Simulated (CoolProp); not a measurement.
Nitrous oxide at 298.15 K and 0.369 MPa is throttled through a valve to 0.0406 MPa with no heat exchange. Each further row changes one setting.

Model: reference Helmholtz-energy equation of state, Lemmon 2006, in CoolProp. It is a short technical equation, of lower accuracy than the large ones.

```
case                        temperature change (K)  final density (kg/m³)
--------------------------  ----------------------  ---------------------
as stated                                        ?                      ?
outlet pressure 0.0122 MPa                       ?                  0.220
outlet pressure 0.0528 MPa                       ?                      ?
```

Q: Complete the blanks.

A: 
- as stated, temperature change (K): -3.6
- as stated, final density (kg/m³): 0.731
- outlet pressure 0.0122 MPa, temperature change (K): -4.0
- outlet pressure 0.0528 MPa, temperature change (K): -3.5
- outlet pressure 0.0528 MPa, final density (kg/m³): 0.951
